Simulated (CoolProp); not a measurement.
500 sccm (0 °C, 1 atm) of nitrogen bubbles through liquid toluene at 331.9 K and leaves saturated at a total pressure of 0.15 MPa (ideal gas phase). Each further row changes one setting.

Computed with CoolProp (reference Helmholtz-energy equation of state, Lemmon 2006). It is a short technical equation, of lower accuracy than the large ones.

```json
[
 {"case": "as stated", "vapour pressure (kPa)": "17.6", "mole fraction of vapour": "0.118", "delivery (mg/min)": "274", "delivery (sccm)": "[?]", "change of delivery for a bath 1 K warmer (%)": "4.6"},
 {"case": "bath temperature 336.9 K", "vapour pressure (kPa)": "[?]", "mole fraction of vapour": "[?]", "delivery (mg/min)": "[?]", "delivery (sccm)": "[?]", "change of delivery for a bath 1 K warmer (%)": "4.6"},
 {"case": "total pressure 0.3 MPa", "vapour pressure (kPa)": "17.6", "mole fraction of vapour": "[?]", "delivery (mg/min)": "128", "delivery (sccm)": "[?]", "change of delivery for a bath 1 K warmer (%)": "[?]"}
]
```

**Question.** Fill in the missing entries.

**Answer.** 
- as stated, delivery (sccm): 66.6
- bath temperature 336.9 K, vapour pressure (kPa): 21.5
- bath temperature 336.9 K, mole fraction of vapour: 0.143
- bath temperature 336.9 K, delivery (mg/min): 343
- bath temperature 336.9 K, delivery (sccm): 83.5
- total pressure 0.3 MPa, mole fraction of vapour: 0.0588
- total pressure 0.3 MPa, delivery (sccm): 31.2
- total pressure 0.3 MPa, change of delivery for a bath 1 K warmer (%): 4.3
